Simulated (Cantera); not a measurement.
Charge: 1 mol borazine, 0.086 mol O2, 1 mol N2.

These are equilibrium values from Cantera (NASA tables, ideal gas, pure condensed phases), not measurements of a reactor. Candidate condensed phases: B, BN, B2O3, B3O3H3, H2O; 39 gas species. The feed counts by its element totals alone. Mutual solubility and eutectic melting of coexisting phases are not modelled. Rates play no part.

Q: What condenses at these points (T in K, P in Pa): (1250, 520); (1150, 520); (1550, 100000); (1650, 37); (1650, 27000)?

A: 
```csv
T (K),P in Pa,condensed phases,B condensed (%)
1250,520,BN + B2O3,99.9
1150,520,BN + B2O3,100.0
1550,100000,BN + B2O3,99.6
1650,37,BN,94.5
1650,27000,BN + B2O3,98.2
```
